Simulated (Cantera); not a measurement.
**Equilibrium for iron carbonyl, mercury and lead vapours: PbO + N₂ + O₂**

Charge: 1 mol PbO, 0.27 mol N₂, 0.19 mol O₂, at 100 Torr.

Method: chemical equilibrium by Gibbs-energy minimisation in Cantera with the NASA 1993 tables (ideal gas, pure condensed phases). Candidate condensed phases: Pb, PbO, PbO₂, Pb₃O₄; 12 gas species. Gases not in the tables: (PbO)n polymers. Rates play no part.

```csv
T (K),log p N₂,log p O₂,log p PbO,log p Pb,log p NO,n PbO(red),n Pb₃O₄(s),n PbO(yellow),n PbO(l)
573,-0.93,-1.77,<-12,<-12,-9.02,0.0973,0.301,0,0
723,-1.11,-1.26,-12.11,<-12,-7.13,1.00,0,0,0
873,-1.11,-1.26,-8.63,<-12,-5.99,0,0,1.00,0
1023,-1.11,-1.26,-6.19,-9.92,-5.19,0,0,1.000,0
1173,-1.11,-1.26,-4.41,-7.31,-4.59,0,0,0,1.000
1323,-1.11,-1.26,-3.18,-5.44,-4.13,0,0,0,0.998
1473,-1.13,-1.28,-2.21,-3.95,-3.78,0,0,0,0.977
1623,-1.26,-1.40,-1.43,-2.70,-3.61,0,0,0,0.807
```
log p: log10 of the partial pressure in bar; n: condensed amount in mol.

At 573 K the condensed part is PbO(red) + Pb₃O₄(s). At 723 K the condensed part is PbO(red). From 873 K to 1023 K the condensed part is PbO(yellow). From 1173 K to 1623 K the condensed part is PbO(l).
